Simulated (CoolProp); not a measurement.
Saturation properties of the fluoroketone C6F12O (FK-5-1-12) (Tc = 168.7 °C, pc = 1869 kPa, ω = 0.471).

Values from CoolProp's reference Helmholtz-energy equation of state, McLinden 2015.

| T (°C) | p (kPa) | enthalpy of vaporisation (kJ/kg) | liquid cp (kJ/(kg K)) |
|---|---|---|---|
| 3.05 | 14.60 | 100.8 | 1.092 |
| 9.95 | 20.54 | 98.93 | 1.095 |
| 16.75 | 28.19 | 97.10 | 1.098 |
| 23.65 | 38.16 | 95.21 | 1.101 |
| 30.55 | 50.77 | 93.30 | 1.106 |
| 37.35 | 66.23 | 91.37 | 1.111 |
| 44.25 | 85.50 | 89.37 | 1.117 |
| 51.15 | 108.9 | 87.32 | 1.124 |
| 57.95 | 136.6 | 85.24 | 1.131 |
| 64.85 | 170.0 | 83.05 | 1.139 |
| 71.75 | 209.3 | 80.79 | 1.148 |
| 78.55 | 254.6 | 78.47 | 1.158 |
| 85.45 | 307.8 | 76.01 | 1.170 |
| 92.35 | 369.0 | 73.42 | 1.182 |
| 99.25 | 439.1 | 70.69 | 1.197 |

It boils at 49.1 °C under 1 atm.
